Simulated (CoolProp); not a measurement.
Vapour-liquid equilibrium of methanol (1) + m-xylene (2) at 4.85 bar; x and y are mole fractions of (1).

Computed with CoolProp (multi-fluid Helmholtz-energy mixture model, de Reuck 1993 and Zhou 2012; pair parameters Bell 2016).

```tsv
x	bubble temperature, mixture model (K)	bubble temperature, Raoult's law (K)	y, mixture model	y, Raoult's law
0.05	441.7	463.2	___	0.343
0.2	403.3	432.7	0.836	0.719
0.35	395.1	416.2	0.876	0.849
0.5	___	405.1	___	0.914
0.65	___	396.9	0.906	0.952
0.8	___	390.4	0.931	0.978
0.95	___	385.1	0.977	0.995
```

Some entries are withheld; supply them.


- 0.05, y, mixture model: 0.551
- 0.5, bubble temperature, mixture model (K): 392.1
- 0.5, y, mixture model: 0.891
- 0.65, bubble temperature, mixture model (K): 389.8
- 0.8, bubble temperature, mixture model (K): 387.3
- 0.95, bubble temperature, mixture model (K): 384.5

The largest gap from Raoult's law is -29.4 K in bubble temperature, at x = 0.2. No azeotrope shows between x = 0.05 and 0.95.

The pair parameters rest on a limited set of measurements; away from them the model extrapolates. With so large a gap from Raoult's law the liquid may split in two, which this calculation doesn't test in full.
